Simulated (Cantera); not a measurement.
A closed system holds: 1 mol N₂O, 0.067 mol H₂O, 0.36 mol H₂, at 3423 K and 1100 Pa.

Cantera equilibrium calculation (NASA polynomials, part measured and part estimated; ideal gas, pure solids and liquids). Candidate condensed phases: H₂O; 24 gas species. Rates play no part.

Base state: N₂ 0.345, O 0.341, H 0.284, NO 0.00956, O₂ 0.00783, OH 0.00744, H₂ 0.00364, N 0.000854 (mole fractions); condensed: gas only.

### Question
What changes in the equilibrium state with this change: N₂O replaced by NH₃?

### Answer
```json
[
 {"species": "H", "before": "0.284", "after": "0.836"},
 {"species": "N₂", "before": "0.345", "after": "0.116"},
 {"species": "H₂", "before": "0.00364", "after": "0.0315"},
 {"species": "O", "before": "0.341", "after": "0.0144"},
 {"species": "O₂", "before": "0.00783", "after": "1.39e-5"},
 {"species": "NO", "before": "0.00956", "after": "0.000234"}
]
```

### Question
What changes in the equilibrium state with this change: temperature from 3423 K to 1173.15 K?

### Answer
```csv
species,before,after
N₂,0.345,0.572
H₂O,0.000216,0.244
O₂,0.00783,0.183
O,0.341,5.72e-8
H,0.284,<1e-9
N,0.000854,<1e-9
H₂,0.00364,3.91e-8
OH,0.00744,9.61e-6
NO,0.00956,0.000126
```
